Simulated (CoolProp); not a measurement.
A simple Rankine cycle with ethanol: condensing at 297.15 K, boiler at 3.31 MPa, turbine inlet 518.7 K, turbine efficiency 0.65, pump efficiency 0.7, no recuperator. Each further row changes one setting.

Model: reference Helmholtz-energy equation of state, Schroeder 2014, in CoolProp.

```tsv
case	thermal efficiency (%)	net work (kJ/kg)	heat in (kJ/kg)	turbine exit temperature (K)	volume ratio over the turbine
as stated	20.1	___	1230	338.1	352
turbine inlet 538.7 K	___	263	___	___	350
condensing temperature 289.15 K	21.0	262	1250	328.1	___
boiler pressure 2.32 MPa	19.5	246	___	___	243
turbine efficiency 0.55	16.9	___	1230	362.3	378
```

Problem. Some entries are withheld; supply them.

Solution. 
- as stated, net work (kJ/kg): 247
- turbine inlet 538.7 K, thermal efficiency (%): 20.4
- turbine inlet 538.7 K, heat in (kJ/kg): 1290
- turbine inlet 538.7 K, turbine exit temperature (K): 363.8
- condensing temperature 289.15 K, volume ratio over the turbine: 553
- boiler pressure 2.32 MPa, heat in (kJ/kg): 1260
- boiler pressure 2.32 MPa, turbine exit temperature (K): 357.6
- turbine efficiency 0.55, net work (kJ/kg): 208
